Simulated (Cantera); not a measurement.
An adiabatic, constant-volume homogeneous reactor starts with 31.6 % H₂, 14.4 % O₂, 54.0 % N₂, equivalence ratio 1.1, at 1200 K and 1.00 bar.

Cantera simulation using the H2/O2 subset of GRI-Mech 3.0, which has no nitrogen chemistry; the numbers are that mechanism's predictions, not measurements.

x: mole fraction; the columns are a selection and need not sum to one.

```
t (s)     T (K)  P (bar)    x H₂    x O₂    x H₂O₂      x OH    x HO₂     x H₂O
--------  -----  -------  ------  ------  --------  --------  -------  --------
1.00e-6    1200     1.00   0.316   0.144  3.06e-12  1.46e-10  3.23e-9  4.22e-10
3.98e-6    1200     1.00   0.316   0.144  5.22e-11   1.30e-9  1.47e-8   1.39e-8
1.58e-5    1200     1.00   0.316   0.144   2.40e-9   1.11e-7  3.76e-7   2.26e-6
6.31e-5       ?     2.00       ?       ?         ?    0.0333  8.98e-6         ?
0.000251   2965     2.22  0.0651  0.0114   6.76e-7    0.0313  8.76e-6     0.259
0.00100    2965     2.22  0.0651  0.0114   6.76e-7    0.0313  8.76e-6     0.259
0.00398    2965     2.22  0.0651  0.0114   6.76e-7    0.0313  8.76e-6     0.259
0.0158     2965     2.22  0.0651  0.0114   6.76e-7    0.0313  8.76e-6     0.259
0.0631     2965     2.22  0.0651  0.0114   6.76e-7    0.0313  8.76e-6     0.259
0.251      2965     2.22  0.0651  0.0114   6.76e-7    0.0313  8.76e-6     0.259
1.00       2965     2.22  0.0651  0.0114   6.76e-7    0.0313  8.76e-6     0.259
```

**Question.** What belongs in the gaps?

**Answer.** 
- 6.31e-5, T (K): 2603
- 6.31e-5, x H₂: 0.0731
- 6.31e-5, x O₂: 0.0175
- 6.31e-5, x H₂O₂: 4.17e-7
- 6.31e-5, x H₂O: 0.230
